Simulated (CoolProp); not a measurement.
A simple Rankine cycle with water: condensing at 313.15 K, boiler at 0.863 MPa, turbine inlet 486.7 K, turbine efficiency 0.65, pump efficiency 0.6, no recuperator. Each further row changes one setting.

The numbers come from the reference Helmholtz-energy equation of state, Wagner 2002 in CoolProp.

```csv
case,thermal efficiency (%),net work (kJ/kg),heat in (kJ/kg),turbine exit temperature (K),volume ratio over the turbine
as stated,17.7,477,2700,313.1,72.3
turbine inlet 506.7 K,17.8,488,2740,313.1,[?]
condensing temperature 305.15 K,18.7,510,2730,305.1,[?]
boiler pressure 0.604 MPa,[?],[?],2710,313.1,50.8
turbine efficiency 0.55,[?],[?],2700,313.1,[?]
```

### Question
Some entries are withheld; supply them.

### Answer

- turbine inlet 506.7 K, volume ratio over the turbine: 70.0
- condensing temperature 305.15 K, volume ratio over the turbine: 109
- boiler pressure 0.604 MPa, thermal efficiency (%): 16.5
- boiler pressure 0.604 MPa, net work (kJ/kg): 448
- turbine efficiency 0.55, thermal efficiency (%): 15.0
- turbine efficiency 0.55, net work (kJ/kg): 404
- turbine efficiency 0.55, volume ratio over the turbine: 74.7

The expansion ends wet for: as stated; turbine inlet 506.7 K; condensing temperature 305.15 K; boiler pressure 0.604 MPa; turbine efficiency 0.55.
